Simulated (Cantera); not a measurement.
**Hydrocarbon pyrolysis for carbon deposition**

A perfectly stirred reactor is fed with C2H6 : N2 = 1 : 7.1 (molar parts), at 0.00168 atm; it is held at 1875 K, and followed from long to short residence time.

Model: GRI-Mech 3.0 (53 species, 325 reactions), integrated in Cantera. GRI-Mech 3.0 stops at C3 and has no aromatics, soot or wall deposition, so with more carbon than oxygen in the feed, carbon stays in small species such as C2H2 where larger ones or solid carbon would form. Radical loss at walls, strong at low pressure, is not modelled.

| τ (s) | x C2H6 | x CH4 | x C2H | x H2 | x CH2 |
|---|---|---|---|---|---|
| 0.36 | 0.000188 | 0.0143 | 1.59e-5 | 0.173 | 4.15e-5 |
| 0.17 | 0.000388 | 0.0188 | 1.70e-5 | 0.164 | 5.61e-5 |
| 0.077 | 0.000833 | 0.0240 | 1.82e-5 | 0.151 | 7.59e-5 |
| 0.036 | 0.00173 | 0.0288 | 1.92e-5 | 0.137 | 9.99e-5 |
| 0.017 | 0.00355 | 0.0323 | 1.95e-5 | 0.119 | 0.000129 |
| 0.0079 | 0.00739 | 0.0327 | 1.82e-5 | 0.0980 | 0.000162 |
| 0.0037 | 0.0151 | 0.0285 | 1.45e-5 | 0.0746 | 0.000194 |
| 0.0017 | 0.0302 | 0.0197 | 8.35e-6 | 0.0494 | 0.000210 |
x: mole fraction; the columns are a selection and need not sum to one.
